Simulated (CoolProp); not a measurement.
Computed with CoolProp (reference Helmholtz-energy equation of state, Gao 2016).

**Question.** For sulfur dioxide, give the phase and the cp (kJ/(kg K)) at 45.65 °C and 0.111 MPa; 45.65 °C and 0.315 MPa; 45.65 °C and 7.28 MPa.

**Answer.** 
- 45.65 °C and 0.111 MPa: gas; cp 0.656
- 45.65 °C and 0.315 MPa: gas; cp 0.700
- 45.65 °C and 7.28 MPa: liquid; cp 1.40
